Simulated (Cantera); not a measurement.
Si + Cl2 + H2 (chlorosilane synthesis and conversion)

Feed: 1 mol Si, 2.6 mol Cl2, a varied amount of H2, at 750 K and 0.100 bar.

Cantera equilibrium calculation (NASA polynomials, part measured and part estimated; ideal gas, pure solids and liquids). Candidate condensed phases: Si; 19 gas species. Rates play no part.

```
n(H2) (mol)   x H2   x HCl  x SiCl4  x SiHCl3  x SiCl3  x SiH2Cl2
-----------  -----  ------  -------  --------  -------  ---------
0.93         0.130   0.474    0.395   4.92e-5  1.02e-7   4.49e-10
1.5          0.290   0.387    0.322  0.000109  1.52e-7    2.72e-9
2.3          0.436   0.308    0.256  0.000164  1.86e-7    7.72e-9
3.7          0.585   0.227    0.188  0.000220  2.15e-7    1.89e-8
5.9          0.706   0.160    0.133  0.000265  2.36e-7    3.89e-8
9.4          0.800   0.109   0.0906  0.000300  2.50e-7    7.28e-8
15           0.867  0.0726   0.0599  0.000324  2.59e-7    1.28e-7
```
x: gas mole fraction; nothing condenses.

From 0.93 mol H2 to 15 mol H2 nothing is condensed. The main Si-bearing gas is SiCl4 throughout.
